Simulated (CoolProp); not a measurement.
200 sccm (0 °C, 1 atm) of nitrogen bubbles through liquid n-hexane at 293.4 K and leaves saturated at a total pressure of 0.15 MPa (ideal gas phase). Each further row changes one setting.

Computed with CoolProp (reference Helmholtz-energy equation of state, Thol 2019).

```
case                      vapour pressure (kPa)  mole fraction of vapour  delivery (mg/min)  delivery (sccm)  change of delivery for a bath 1 K warmer (%)
------------------------  ---------------------  -----------------------  -----------------  ---------------  --------------------------------------------
as stated                                  16.3                      [?]                [?]              [?]                                           5.2
bath temperature 298.4 K                    [?]                      [?]                121             31.5                                           5.1
total pressure 0.3 MPa                     16.3                      [?]               44.3             11.5                                           [?]
```

Task: Complete the blanks.

Result: 
- as stated, mole fraction of vapour: 0.109
- as stated, delivery (mg/min): 94.0
- as stated, delivery (sccm): 24.5
- bath temperature 298.4 K, vapour pressure (kPa): 20.4
- bath temperature 298.4 K, mole fraction of vapour: 0.136
- total pressure 0.3 MPa, mole fraction of vapour: 0.0545
- total pressure 0.3 MPa, change of delivery for a bath 1 K warmer (%): 4.9
